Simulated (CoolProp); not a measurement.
Nitrogen at 293.15 K and 1.22 MPa is throttled through a valve to 0.707 MPa with no heat exchange. Each further row changes one setting.

The numbers come from the reference Helmholtz-energy equation of state, Span 2000 in CoolProp.

```json
[
 {"case": "as stated", "temperature change (K)": "…", "final density (kg/m³)": "…"},
 {"case": "outlet pressure 0.212 MPa", "temperature change (K)": "…", "final density (kg/m³)": "…"},
 {"case": "outlet pressure 0.919 MPa", "temperature change (K)": "…", "final density (kg/m³)": "…"}
]
```

### Question
Complete the blanks.

### Answer

- as stated, temperature change (K): -1.1
- as stated, final density (kg/m³): 8.17
- outlet pressure 0.212 MPa, temperature change (K): -2.2
- outlet pressure 0.212 MPa, final density (kg/m³): 2.46
- outlet pressure 0.919 MPa, temperature change (K): -0.7
- outlet pressure 0.919 MPa, final density (kg/m³): 10.6
